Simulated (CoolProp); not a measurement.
Saturation properties of R22 (Tc = 369.3 K, pc = 4990 kPa, ω = 0.221).

Model: reference Helmholtz-energy equation of state, Kamei 1995, in CoolProp.

```json
[
 {"T (K)": "199.7", "p (kPa)": "16.34", "liquid density (kg/m³)": "1501", "liquid viscosity (µPa s)": "477", "vapour viscosity (µPa s)": "9.13", "liquid conductivity (mW/(m K))": "130"},
 {"T (K)": "211.5", "p (kPa)": "34.10", "liquid density (kg/m³)": "1468", "liquid viscosity (µPa s)": "391", "vapour viscosity (µPa s)": "9.69", "liquid conductivity (mW/(m K))": "124"},
 {"T (K)": "223.3", "p (kPa)": "65.03", "liquid density (kg/m³)": "1435", "liquid viscosity (µPa s)": "327", "vapour viscosity (µPa s)": "10.2", "liquid conductivity (mW/(m K))": "118"},
 {"T (K)": "235.1", "p (kPa)": "115.1", "liquid density (kg/m³)": "1401", "liquid viscosity (µPa s)": "277", "vapour viscosity (µPa s)": "10.8", "liquid conductivity (mW/(m K))": "113"},
 {"T (K)": "246.8", "p (kPa)": "190.7", "liquid density (kg/m³)": "1366", "liquid viscosity (µPa s)": "237", "vapour viscosity (µPa s)": "11.4", "liquid conductivity (mW/(m K))": "107"},
 {"T (K)": "258.6", "p (kPa)": "301.1", "liquid density (kg/m³)": "1329", "liquid viscosity (µPa s)": "204", "vapour viscosity (µPa s)": "11.9", "liquid conductivity (mW/(m K))": "102"},
 {"T (K)": "270.4", "p (kPa)": "454.9", "liquid density (kg/m³)": "1291", "liquid viscosity (µPa s)": "177", "vapour viscosity (µPa s)": "12.5", "liquid conductivity (mW/(m K))": "96.8"},
 {"T (K)": "282.2", "p (kPa)": "661.7", "liquid density (kg/m³)": "1250", "liquid viscosity (µPa s)": "153", "vapour viscosity (µPa s)": "13.1", "liquid conductivity (mW/(m K))": "91.6"},
 {"T (K)": "294", "p (kPa)": "931.8", "liquid density (kg/m³)": "1207", "liquid viscosity (µPa s)": "134", "vapour viscosity (µPa s)": "13.7", "liquid conductivity (mW/(m K))": "86.4"},
 {"T (K)": "305.7", "p (kPa)": "1273", "liquid density (kg/m³)": "1160", "liquid viscosity (µPa s)": "116", "vapour viscosity (µPa s)": "14.4", "liquid conductivity (mW/(m K))": "81.2"},
 {"T (K)": "317.5", "p (kPa)": "1703", "liquid density (kg/m³)": "1109", "liquid viscosity (µPa s)": "101", "vapour viscosity (µPa s)": "15.1", "liquid conductivity (mW/(m K))": "75.8"},
 {"T (K)": "329.3", "p (kPa)": "2231", "liquid density (kg/m³)": "1051", "liquid viscosity (µPa s)": "87.7", "vapour viscosity (µPa s)": "16.0", "liquid conductivity (mW/(m K))": "70.3"}
]
```

It boils at 232.3 K under 1 atm.

Viscosity comes from a separate model (Bell 2016), an estimate that may be off by 10 % or more. Thermal conductivity comes from a separate model (McLinden 2000), an estimate that may be off by 10 % or more.
